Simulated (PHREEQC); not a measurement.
Consider water at 25 °C with 0.011 mol Na2SiO3 per kg of water. Closed to the air; pH follows from the charge balance.

The numbers come from PHREEQC with the ion-association model, phreeqc.dat.

Precipitation was switched off in this run.

Question: Order these Si species by the share of Si that they hold, largest first: H2SiO4-2, H4SiO4, H3SiO4-.

Answer: H3SiO4- (91 %), H2SiO4-2 (8.1 %), H4SiO4 (0.61 %)

The pH is 11.94 and the ionic strength 0.0229 mol/kgw. Complexes and solids missing from the database can't appear.
